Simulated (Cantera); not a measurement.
Predominance diagram of Na at 825 K against the partial pressures of O₂ and SO₂ (log10, bar). Source: NASA polynomial tables (part measured, part estimated), evaluated in Cantera. Candidates: Na(l), Na₂O(s), Na₂O₂(s), Na₂S(s), Na₂SO₄(s). Only these pure phases compete in this equilibrium. Not in the tables: pyrosulfates.

```
log p(SO₂) \ log p(O₂)
        columns: -27, -24.9, -22.8, -20.8, -18.7, -16.6, -14.5, -12.5, -10.4, -8.3, -6.2, -4.2, -2.1, 0
      1  A A A A A B B B B B B B A A
   -0.8  A A A A B B B B B B B B B B
   -2.6  A A A B B B B B B B B B B B
   -4.3  A A B B B B B B B B B B B B
   -6.1  A C B B B B B B B B B B B B
   -7.9  A C B B B B B B B B B B B B
   -9.7  C C B B B B B B B B B B B B
  -11.4  C C B B B B B B B B B B B B
  -13.2  C C B B B B B B B B B B B B
    -15  C C B B B B B B B B B B B B
```

A: out of reach (another gas would pass 10 bar, or a non-metal would condense); B: Na₂SO₄(s); C: Na₂S(s).
